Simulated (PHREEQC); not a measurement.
0.057 g of hydrous ferric oxide (600 m²/g; 0.2 weak and 0.005 strong sites per Fe, Dzombak-Morel constants, diffuse double layer) in 1 kg of water with 0.3 mol/kgw of an inert sodium salt and 2.7e-07 mol PbCl2 and 0.00028 mol ZnCl2, at 25 °C; the pH is set by adding NaOH or the inert anion's acid. Oxygen is held at 0.21 atm. CO2 from the air is kept out. Nothing may precipitate in this run.

The series has 17 steps of pH, from 3 to 11.

The numbers come from PHREEQC with the ion-association model, wateq4f.dat.

Problem. Near which pH is half of the Pb sorbed, and on which side is more sorbed?

Solution. Near pH 4.4, with more sorbed at higher pH.

Problem. At which pH does the surface charge pass through zero?

Solution. Near pH 10.1.

Along this series the solution becomes supersaturated in solids that the run did not let form, among them Zn(OH)2-e, Zn5(OH)8Cl2. Species that the database lacks are ignored. The oxide is taken as insoluble; below pH 4 it would dissolve.
